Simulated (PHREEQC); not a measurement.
0.65 g of hydrous ferric oxide (600 m²/g; 0.2 weak and 0.005 strong sites per Fe, Dzombak-Morel constants, diffuse double layer) in 1 kg of water with 0.01 mol/kgw of an inert sodium salt and 1.7 mmol/kgw Na2SeO4, at 25 °C; the pH is set by adding NaOH or the inert anion's acid. O2 is buffered at 0.21 atm. CO2 from the air is kept out. Precipitation was switched off in this run.

Computed with PHREEQC (ion-association model, wateq4f.dat).

Q: Predict Se sorbed (%), surface charge σ (C/m²), surface potential ψ (mV) at pH = 3.38, 7.12, 7.88.

A: 
```tsv
pH	Se sorbed (%)	surface charge σ (C/m²)	surface potential ψ (mV)
3.38	40.0	0.033	80
7.12	7.1	0.011	37
7.88	1.0	0.003	10
```

The oxide is taken as insoluble; below pH 4 it would dissolve.
